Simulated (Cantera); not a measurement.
A closed system holds: 1 mol Al, 0.57 mol NH3, 59 mol N2, at 873.15 K and 2.40 bar.

Equilibrium computed with Cantera from the NASA thermochemical tables; the gas is ideal and each condensed phase is pure. Candidate condensed phases: Al, AlN; 13 gas species. The numbers say what is thermodynamically allowed, not how fast it happens.

Base state: N2 0.986, H2 0.0143 (mole fractions); condensed: AlN(s).

What changes in the equilibrium state with this change: Al replaced by Ni?


```tsv
species	before	after
N2	0.986	0.986
H2	0.0143	0.0142
AlN(s), mol	1.00	0
Ni(s), mol	0	1.00
```
Further candidate phases: Ni.
